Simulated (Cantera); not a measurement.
Input: 1 mol Ti(OiPr)4, a varied amount of H2, held at 68000 Pa.

Equilibrium computed with Cantera from the NASA thermochemical tables; the gas is ideal and each condensed phase is pure. Candidate condensed phases: C, C6H6, C7H8, C8H18, H2O, Ti, TiC, TiO, TiO2, Ti2O3, Ti3O5, Ti4O7; 113 gas species. The feed counts by its element totals alone. Mutual solubility and eutectic melting of coexisting phases are not modelled. TiC: taken at fixed stoichiometry. Condensed phases not in the tables: Magnéli phases beyond Ti4O7. Equilibrium is a limit: real reactors are often held back by kinetics, nucleation or transport.

Stable condensed phases, one row left out:

```
T in °C \ n(H2) in mol
          34  48  68  97 140 200 280
   1927    A   A   A   A   A   A   A
   1827    A   A   A   A   A   A   A
   1727    A   A   A   A   A   A   A
   1627    A   A   A   A   A   A   A
   1527    A   A   A   A   A   A   A
   1427    A   A   A   A   A   A   A
   1327    A   A   A   A   A   A   A
   1227    A   A   A   A   A   A   A
   1027    B   B   B   B   C   C   A
    927    D   D   D   D   D   D   B
    827    E   E   E   E   E   E   E
    727    E   E   E   E   E   F   F
```

A: C + TiC; B: C + Ti3O5; C: C + TiC + Ti3O5; D: C + Ti4O7; E: C + TiO2; F: TiO2.

Q: Give the row for 1127 °C.

A: 34: C + TiC; 48: C + TiC; 68: C + TiC; 97: C + TiC; 140: C + TiC; 200: C + TiC; 280: C + TiC.
